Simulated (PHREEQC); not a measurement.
# Brine

Make-up at 25 °C: 0.49 mol Na2CO3 and 0.027 mol Na2SO4 per kg of water. Closed to the air; pH follows from the charge balance.

Computed with PHREEQC (Pitzer model, pitzer.dat).

This is a speciation only: nothing precipitates in the calculation.

Question: What pH, ionic strength, density does the model give?

Answer: pH 11.57; ionic strength 1.54 mol/kgw; density 1.051 g/cm³.

Question: In which forms is C present?

Answer: CO3-2 99 %, HCO3- 1.1 % of the C.

In brines, pH and single-ion activities rest on the MacInnes convention.
